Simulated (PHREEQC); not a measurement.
A solution holds 0.11 mol H2SO4, 0.00023 mol NaCl and 0.00088 mol CuCl2 per kg of water, at 25 °C. Closed to the air; pH follows from the charge balance.

The numbers come from PHREEQC with the ion-association model, phreeqc.dat.

No solid was allowed to form.

### Question
Order these Cu species by the share of Cu that they hold, largest first: CuSO4, CuCl+, Cu+2.

### Answer
Cu+2 (68 %), CuSO4 (31 %), CuCl+ (0.13 %)

### Question
Order these S species by the share of S that they hold, largest first: SO4-2, CuSO4, HSO4-.

### Answer
HSO4- (81 %), SO4-2 (19 %), CuSO4 (0.25 %)

The pH is 0.98 and the ionic strength 0.153 mol/kgw.
